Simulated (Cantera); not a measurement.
## Low-pressure radical oxidation in H2/O2

An isothermal, constant-pressure homogeneous reactor starts with 32.9 % H2, 67.1 % O2, equivalence ratio 0.24, at 1025 K and 10.00 Torr.

Cantera simulation using the H2/O2 subset of GRI-Mech 3.0, which has no nitrogen chemistry; the numbers are that mechanism's predictions, not measurements. Radical loss at walls, strong at low pressure, is not modelled. The temperature is held fixed by assumption; the heat of reaction is taken as removed at once.

```json
[
 {"t (s)": "0.000100", "x H2": "0.329", "x O2": "0.671", "x H2O": "1.26e-10", "x OH": "4.44e-11", "x HO2": "4.19e-10", "x H2O2": "<1e-12"},
 {"t (s)": "0.000524", "x H2": "0.329", "x O2": "0.671", "x H2O": "1.76e-8", "x OH": "1.90e-9", "x HO2": "2.34e-9", "x H2O2": "2.69e-12"},
 {"t (s)": "0.00275", "x H2": "0.243", "x O2": "0.632", "x H2O": "0.0612", "x OH": "0.00464", "x HO2": "8.21e-6", "x H2O2": "2.51e-7"},
 {"t (s)": "0.0144", "x H2": "0.00382", "x O2": "0.599", "x H2O": "0.381", "x OH": "0.00278", "x HO2": "1.90e-5", "x H2O2": "9.04e-7"},
 {"t (s)": "0.0756", "x H2": "6.37e-5", "x O2": "0.606", "x H2O": "0.393", "x OH": "0.000298", "x HO2": "2.77e-6", "x H2O2": "4.02e-7"},
 {"t (s)": "0.397", "x H2": "2.50e-6", "x O2": "0.606", "x H2O": "0.394", "x OH": "6.99e-5", "x HO2": "2.09e-7", "x H2O2": "8.54e-8"},
 {"t (s)": "2.08", "x H2": "2.37e-7", "x O2": "0.606", "x H2O": "0.394", "x OH": "2.37e-5", "x HO2": "2.64e-8", "x H2O2": "1.93e-8"},
 {"t (s)": "10.9", "x H2": "3.42e-8", "x O2": "0.606", "x H2O": "0.394", "x OH": "9.33e-6", "x HO2": "4.57e-9", "x H2O2": "4.25e-9"},
 {"t (s)": "57.2", "x H2": "5.81e-9", "x O2": "0.606", "x H2O": "0.394", "x OH": "3.90e-6", "x HO2": "1.49e-9", "x H2O2": "8.92e-10"},
 {"t (s)": "300", "x H2": "1.26e-9", "x O2": "0.606", "x H2O": "0.394", "x OH": "1.80e-6", "x HO2": "1.71e-9", "x H2O2": "2.12e-10"}
]
```
x: mole fraction; the columns are a selection and need not sum to one.

Equilibrium at this temperature and pressure: H2 7.97e-10, O2 0.606, H2O 0.394, OH 1.41e-6, HO2 2.05e-9, H2O2 1.36e-10 (gas phase only).
